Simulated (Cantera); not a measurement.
Input: 1 mol Si2H6, 0.32 mol O3, at 10.0 mbar.

Method: chemical equilibrium by Gibbs-energy minimisation in Cantera with the NASA 1993 tables (ideal gas, pure condensed phases). Candidate condensed phases: H2O, Si, SiO2; 18 gas species. The feed counts by its element totals alone. Mutual solubility and eutectic melting of coexisting phases are not modelled. The tables hold silica as quartz up to 1696 K and as liquid above; real silica turns to tridymite and cristobalite and melts near 1996 K. Gases not in the tables: Si2H6 and higher silanes. The numbers say what is thermodynamically allowed, not how fast it happens.

### Question
Which condensed phases are stable at each of these points (T (K)): 598, 698, 798, 898, 998, 1098, 1198, 1298, 1398, 1498, 1598, 1698?

### Answer
| T (K) | condensed phases | Si condensed (%) |
|---|---|---|
| 598 | Si(s) + SiO2(α-quartz) | 100.0 |
| 698 | Si(s) + SiO2(α-quartz) | 100.0 |
| 798 | Si(s) + SiO2(α-quartz) | 100.0 |
| 898 | Si(s) + SiO2(β-quartz) | 100.0 |
| 998 | Si(s) + SiO2(β-quartz) | 100.0 |
| 1098 | Si(s) + SiO2(β-quartz) | 100.0 |
| 1198 | Si(s) + SiO2(β-quartz) | 100.0 |
| 1298 | Si(s) + SiO2(β-quartz) | 99.9 |
| 1398 | Si(s) + SiO2(β-quartz) | 98.9 |
| 1498 | Si(s) + SiO2(β-quartz) | 92.1 |
| 1598 | Si(s) | 52.0 |
| 1698 | Si(l) | 52.0 |

From 598 K to 798 K the condensed part is Si(s) + SiO2(α-quartz). From 898 K to 1498 K the condensed part is Si(s) + SiO2(β-quartz). At 1598 K the condensed part is Si(s). At 1698 K the condensed part is Si(l).
